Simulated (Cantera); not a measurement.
A perfectly stirred reactor is fed with CO : H2 : O2 : N2 = 1 : 0.04 : 0.825 : 3.1 (molar parts), at 1950 Torr; it is adiabatic with a 450 K inlet, and is followed from long to short residence time, starting on the burning branch (τ in s: 0.45, 0.17, 0.063, 0.024, 0.009, 0.0034, 0.0013, 0.00048, 0.00018, 6.8e-05).

Model: GRI-Mech 3.0 (53 species, 325 reactions), integrated in Cantera. The hydrogen kinetics of GRI-Mech 3.0 are dated; newer H2 mechanisms differ, most at raised pressure.

One state of this run: T (K) = 2082; x CO = 0.00828; x H2 = 5.95e-5; x O2 = 0.0711; x NO = 0.000913; x H = 7.56e-5; x HO2 = 1.79e-6. x: mole fraction; the columns are a selection and need not sum to one.

Problem. Which value of τ (s) does it belong to?
A) 0.0013
B) 0.024
C) 0.45
D) 0.0034

Solution. B, 0.024
